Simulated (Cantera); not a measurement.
A Cantera script and what it prints.

```python
import numpy as np
import cantera as ct

gas_names = [...]  # 77 gases of nasa_gas.yaml made of C, H, Ti
cond_names = """
    C(gr) C6H6(L) C7H8(L) C8H18(L),n-octa Ti(a) Ti(b) Ti(L) TiC(s) TiC(L)
""".split()


# ... load() reads the species with a 1 bar reference pressure and builds the phases ...
atoms = {
    'Ti': {'Ti': 1},
    'CH4': {'C': 1, 'H': 4},
}
top_T = {'C(gr)': 4500}  # K; cautious upper limits of use, not melting points


# ... equilibrate(T, P, feed) seeds the gas with the atoms and calls Mixture.equilibrate('TP', solver="vcs", rtol=1e-11, max_steps=5000) ...
results = []
feed = {'Ti': 1, 'CH4': 4.7}  # mol
P = 1000  # Pa
for T in [1448, 1548, 1648, 1748, 1848, 1948, 2048, 2148]:
    mix = equilibrate(T, P, feed)
    results.append((T, P, feed, dict(zip(mix.species_names, mix.species_moles))))
    x = sorted(zip(gas.X, gas.species_names), reverse=True)
    print(f"T = {T:g} K  P = {P:g} Pa  gas = {mix.phase_moles(0):.4g} mol")
    print("   x: " + "  ".join(f"{s} {v:.3e}" for v, s in x if v > 1e-06))
    print("   condensed (mol): " + ("  ".join(f"{mix.phase(i).name} {mix.phase_moles(i):.4g}"
          for i in range(1, mix.n_phases) if mix.phase_moles(i) > 1e-12) or "none"))
```

Result:

```
T = 1448 K  P = 1000 Pa  gas = 9.4 mol
   x: H2 9.999e-01  H 9.217e-05  CH4 3.336e-05  C2H2,acetylene 4.752e-06
   condensed (mol): C(gr) 3.7  TiC(s) 1
T = 1548 K  P = 1000 Pa  gas = 9.401 mol
   x: H2 9.997e-01  H 3.079e-04  CH4 2.050e-05  C2H2,acetylene 1.569e-05
   condensed (mol): C(gr) 3.7  TiC(s) 1
T = 1648 K  P = 1000 Pa  gas = 9.404 mol
   x: H2 9.991e-01  H 8.901e-04  C2H2,acetylene 4.469e-05  CH4 1.337e-05
   condensed (mol): C(gr) 3.699  TiC(s) 1
T = 1748 K  P = 1000 Pa  gas = 9.411 mol
   x: H2 9.976e-01  H 2.282e-03  C2H2,acetylene 1.126e-04  CH4 9.153e-06
   condensed (mol): C(gr) 3.698  TiC(s) 1
T = 1848 K  P = 1000 Pa  gas = 9.425 mol
   x: H2 9.944e-01  H 5.287e-03  C2H2,acetylene 2.561e-04  CH4 6.515e-06
   condensed (mol): C(gr) 3.695  TiC(s) 1
T = 1948 K  P = 1000 Pa  gas = 9.453 mol
   x: H2 9.882e-01  H 1.123e-02  C2H2,acetylene 5.326e-04  CH4 4.778e-06  CH3 1.082e-06
   condensed (mol): C(gr) 3.69  TiC(s) 1
T = 2048 K  P = 1000 Pa  gas = 9.505 mol
   x: H2 9.768e-01  H 2.213e-02  C2H2,acetylene 1.024e-03  CH4 3.577e-06  CH3 1.593e-06
   condensed (mol): C(gr) 3.68  TiC(s) 1
T = 2148 K  P = 1000 Pa  gas = 9.596 mol
   x: H2 9.574e-01  H 4.078e-02  C2H2,acetylene 1.833e-03  CH4 2.704e-06  C2H 2.332e-06  CH3 2.227e-06  C4H2 1.425e-06  Ti 1.095e-06
   condensed (mol): C(gr) 3.665  TiC(s) 1
```

Method: chemical equilibrium by Gibbs-energy minimisation in Cantera with the NASA 1993 tables (ideal gas, pure condensed phases). TiC: taken at fixed stoichiometry.
